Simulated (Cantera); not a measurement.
Input: 1 mol FeS2, 0.48 mol H2S, 20 mol N2, at 20.3 Torr.

Method: chemical equilibrium by Gibbs-energy minimisation in Cantera with the NASA 1993 tables (ideal gas, pure condensed phases). Candidate condensed phases: Fe, FeS, FeS2, S; 16 gas species. FeS: taken at fixed stoichiometry. Equilibrium is a limit: real reactors are often held back by kinetics, nucleation or transport.

Task: At 1477 °C, list the 7 most abundant gas species with their mole fractions, and the condensed phases.

Result: N2 0.942, S2 0.0338, H2 0.0212, SH 0.00101, H2S 0.000823, S 0.000549, Fe 0.000284. Condensed: FeS(l).
